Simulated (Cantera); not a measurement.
Mixture: 7.67 % CH₄, 0.468 % C₂H₆, 0.322 % C₃H₈, 13.3 % O₂, 78.3 % N₂, at 560000 Pa, adiabatic and at constant volume. Ignition delay is the time to a rise of 400 K.

Detailed kinetics in Cantera: GRI-Mech 3.0 (53 species, 325 reactions).

Problem. Predict: delay at 1025 K; delay at 1125 K; delay at 1225 K; delay at 1325 K; delay at 1425 K; apparent activation energy between 1325 and 1425 K.

Solution. 
* **delay at 1025 K**: 31.5 ms
* **delay at 1125 K**: 8.72 ms
* **delay at 1225 K**: 2.52 ms
* **delay at 1325 K**: 0.739 ms
* **delay at 1425 K**: 0.237 ms
* **apparent activation energy between 1325 and 1425 K**: 180 kJ/mol
